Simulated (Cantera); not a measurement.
What does this Cantera script print?

```python
import numpy as np
import cantera as ct

gas = ct.Solution("gri30.yaml")


def delay(T, t_max=10):
    gas.TPX = T, 3800000, {'CH4': 1, 'CO': 0.51, 'O2': 3.82, 'N2': 14.4, 'H2': 0.075}
    reactor = ct.IdealGasConstPressureReactor(gas, clone=False)
    net = ct.ReactorNet([reactor])
    net.rtol, net.atol = 1e-8, 1e-16
    while net.time < t_max:
        t_old, T_old = net.time, reactor.T
        net.step()
        if reactor.T > T + 400:  # ignition: a rise of 400 K
            return t_old + (T + 400 - T_old) / (reactor.T - T_old) * (net.time - t_old)
    return np.nan


taus = []
for T in [1200, 1275, 1350, 1425, 1500, 1575, 1650, 1725, 1800, 1875]:
    taus.append(delay(T))
    print(f"T0 = {T:6g} K   tau = {taus[-1]:.4e} s")
```

Output:

```
T0 =   1200 K   tau = 6.9230e-04 s
T0 =   1275 K   tau = 2.9418e-04 s
T0 =   1350 K   tau = 1.3783e-04 s
T0 =   1425 K   tau = 6.9559e-05 s
T0 =   1500 K   tau = 3.7184e-05 s
T0 =   1575 K   tau = 2.0835e-05 s
T0 =   1650 K   tau = 1.2157e-05 s
T0 =   1725 K   tau = 7.3549e-06 s
T0 =   1800 K   tau = 4.6005e-06 s
T0 =   1875 K   tau = 2.9700e-06 s
```

Model: GRI-Mech 3.0 (53 species, 325 reactions), integrated in Cantera. The pressure lies above the range GRI-Mech 3.0 was tuned for (to about 10 atm).
